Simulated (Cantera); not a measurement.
A Cantera script and its output.

```python
import numpy as np
import cantera as ct

gas = ct.Solution("gri30.yaml")


def delay(T, t_max=10):
    gas.TPX = T, 830000, {'CH4': 1, 'C2H6': 0.03, 'C3H8': 0.41, 'O2': 4.78, 'N2': 18}
    reactor = ct.IdealGasConstPressureReactor(gas, clone=False)
    net = ct.ReactorNet([reactor])
    net.rtol, net.atol = 1e-8, 1e-16
    while net.time < t_max:
        t_old, T_old = net.time, reactor.T
        net.step()
        if reactor.T > T + 400:  # ignition: a rise of 400 K
            return t_old + (T + 400 - T_old) / (reactor.T - T_old) * (net.time - t_old)
    return np.nan


taus = []
for T in [1300, 1375, 1450, 1525, 1600, 1675, 1750, 1825, 1900, 1975]:
    taus.append(delay(T))
    print(f"T0 = {T:6g} K   tau = {taus[-1]:.4e} s")
```

It prints:

```
T0 =   1300 K   tau = 4.1826e-04 s
T0 =   1375 K   tau = 1.4388e-04 s
T0 =   1450 K   tau = 5.6545e-05 s
T0 =   1525 K   tau = 2.5480e-05 s
T0 =   1600 K   tau = 1.3024e-05 s
T0 =   1675 K   tau = 7.4273e-06 s
T0 =   1750 K   tau = 4.6417e-06 s
T0 =   1825 K   tau = 3.1273e-06 s
T0 =   1900 K   tau = 2.2401e-06 s
T0 =   1975 K   tau = 1.6868e-06 s
```

Model: GRI-Mech 3.0 (53 species, 325 reactions), integrated in Cantera. GRI-Mech 3.0 was tuned for natural gas; its chemistry of propane as a main component is partial and can be far from experiment.
